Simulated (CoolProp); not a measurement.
Values from CoolProp's reference Helmholtz-energy equation of state, Lemmon 2000. It is a pseudo-pure fit of the blend.

**Question.** For dry air, give the phase and the Z, speed of sound (m/s), isothermal compressibility (1/MPa), viscosity (µPa s) at 132.9 K and 14.2 MPa.

**Answer.** 
- 132.9 K and 14.2 MPa: supercritical; Z 0.560, speed of sound 554, isothermal compressibility 0.0113, viscosity 57.3

Viscosity comes from a separate model (Lemmon 2004).
